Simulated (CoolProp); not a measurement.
Values from CoolProp's reference Helmholtz-energy equation of state, Thol 2014.

Task: For chloromethane (R40), give the phase and the cv (kJ/(kg K)) at 305.7 K and 0.101 MPa; 372.7 K and 0.101 MPa; 381 K and 0.101 MPa.

Result: 
- 305.7 K and 0.101 MPa: gas; cv 0.666
- 372.7 K and 0.101 MPa: gas; cv 0.755
- 381 K and 0.101 MPa: gas; cv 0.766
